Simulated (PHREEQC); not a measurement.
Synthetic water in mmol/kgw, 60 °C, pH 1.87, pe 8.9: Na 16.9; K 0.906; Ca 7.34; Mg 11.1; Cl 16.5; S(6) 32.3; Mn(2) 0.966; Cd 0.00578.

Na is adjusted to close the charge balance.
Valence states are taken as typed.

Computed with PHREEQC (ion-association model, phreeqc.dat).

| Property | Result |
|---|---|
| ionic strength | 0.0727 mol/kgw |
| specific conductance | 17200 µS/cm |
| density | 0.987 g/cm³ |
| total alkalinity | -31.5 meq/kg |

```json
[
 {"species": "Cl-", "molality": "0.0165", "activity": "0.0128", "log γ": "-0.110"},
 {"species": "H+", "molality": "0.0163", "activity": "0.0135", "log γ": "-0.081"},
 {"species": "HSO4-", "molality": "0.0149", "activity": "0.0117", "log γ": "-0.104"},
 {"species": "SO4-2", "molality": "0.00971", "activity": "0.00379", "log γ": "-0.409"},
 {"species": "Na+", "molality": "0.00963", "activity": "0.00762", "log γ": "-0.102"},
 {"species": "Mg+2", "molality": "0.00611", "activity": "0.00255", "log γ": "-0.379"},
 {"species": "Ca+2", "molality": "0.00520", "activity": "0.00210", "log γ": "-0.394"},
 {"species": "MgSO4", "molality": "0.00500", "activity": "0.00508", "log γ": "0.007"},
 {"species": "CaSO4", "molality": "0.00176", "activity": "0.00179", "log γ": "0.007"},
 {"species": "K+", "molality": "0.000867", "activity": "0.000672", "log γ": "-0.111"},
 {"species": "Mn+2", "molality": "0.000633", "activity": "0.000262", "log γ": "-0.382"},
 {"species": "CaHSO4+", "molality": "0.000376", "activity": "0.000296", "log γ": "-0.104"}
]
```

This is a speciation only: nothing precipitates in the calculation. Species that the database lacks are ignored. Constants without temperature data keep their 25 °C values here.
